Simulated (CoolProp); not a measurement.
Properties of isohexane along the isobar 0.101 MPa (Tc = 224.6 °C, pc = 3.043 MPa, ω = 0.280).

Model: reference Helmholtz-energy equation of state, Lemmon 2006, in CoolProp. It is a short technical equation, of lower accuracy than the large ones.

```tsv
T (°C)	phase	Z	cv (kJ/(kg K))
168.15	gas	0.9824	2.219
174.55	gas	0.9833	2.246
180.85	gas	0.9841	(withheld)
187.25	gas	0.9849	(withheld)
193.55	gas	0.9856	2.324
199.95	gas	0.9862	2.350
206.35	gas	0.9869	2.376
212.65	gas	0.9874	2.401
219.05	gas	0.9880	(withheld)
225.35	gas	0.9885	(withheld)
231.75	gas	0.9890	2.476
238.05	gas	0.9895	2.501
244.45	gas	0.9899	2.525
250.75	gas	0.9903	2.549
257.15	gas	0.9907	2.573
```

Q: Complete the blanks.

A: 
- 180.85, cv (kJ/(kg K)): 2.272
- 187.25, cv (kJ/(kg K)): 2.299
- 219.05, cv (kJ/(kg K)): 2.427
- 225.35, cv (kJ/(kg K)): 2.451
